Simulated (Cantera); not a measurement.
Feed: 1 mol MgF₂, 0.29 mol O₂, 0.65 mol H₂, held at 13.3 mbar.

These are equilibrium values from Cantera (NASA tables, ideal gas, pure condensed phases), not measurements of a reactor. Candidate condensed phases: H₂O, Mg, MgF₂, MgO, Mg(OH)₂; 31 gas species. Mutual solubility and eutectic melting of coexisting phases are not modelled. Kinetics and transport are ignored.

Q: At 1273 K, list the 4 most abundant gas species with their mole fractions, and the condensed phases.

A: H₂O 0.538, HF 0.374, H₂ 0.0875, MgF₂ 1.98e-5. Condensed: MgF₂(s) + MgO(s).
